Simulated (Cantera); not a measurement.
**Ignition delay**

Mixture: 5.38 % CH4, 12.8 % O2, 81.8 % N2, equivalence ratio 0.84, at 1.00 atm, adiabatic and at constant pressure. Ignition delay is the time to a rise of 400 K.

Cantera simulation using GRI-Mech 3.0 (53 species, 325 reactions); the numbers are that mechanism's predictions, not measurements.

```json
[
 {"T0 (K)": "1200", "delay (ms)": "69.0"},
 {"T0 (K)": "1250", "delay (ms)": "34.3"},
 {"T0 (K)": "1300", "delay (ms)": "17.6"},
 {"T0 (K)": "1350", "delay (ms)": "9.35"},
 {"T0 (K)": "1400", "delay (ms)": "5.11"},
 {"T0 (K)": "1450", "delay (ms)": "2.89"},
 {"T0 (K)": "1500", "delay (ms)": "1.70"}
]
```

| Property | Value |
|---|---|
| apparent activation energy between 1400 and 1500 K | 190 kJ/mol |
